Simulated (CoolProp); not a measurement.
A single-stage vapour-compression cycle with the fluid: evaporating at 283.15 K (dew point), condensing at 335.15 K (bubble point), superheat 2 K, subcooling 2 K, compressor efficiency 0.6, no pressure losses. The same conditions are run with several fluids, on thermodynamics alone (safety and materials aside).

The numbers come from the reference Helmholtz-energy equation of state of each fluid (n-butane: Bücker 2006; trans-2-butene: Lemmon 2005; R124: de Vries 1995; vinyl chloride: Thol 2022; R410A: Lemmon 2003; R11: Jacobsen 1992) in CoolProp. Blends and air are pseudo-pure fits.

```tsv
fluid	cooling COP	pressure ratio	discharge temperature (K)	refrigerating effect (kJ/kg)	volumetric capacity (kJ/m³)
n-butane	2.56	4.51	349.1	254	___
trans-2-butene	2.64	4.62	357.4	280	991
R124	2.43	4.47	___	98.2	1430
vinyl chloride	___	4.25	394.5	259	1770
R410A	___	3.70	375.1	119	4910
R11	___	5.45	374.8	143	___
```

Question: What belongs in the gaps?

Answer: 
- n-butane, volumetric capacity (kJ/m³): 976
- R124, discharge temperature (K): 350.3
- vinyl chloride, cooling COP: 2.73
- R410A, cooling COP: 2.00
- R11, cooling COP: 2.79
- R11, volumetric capacity (kJ/m³): 515
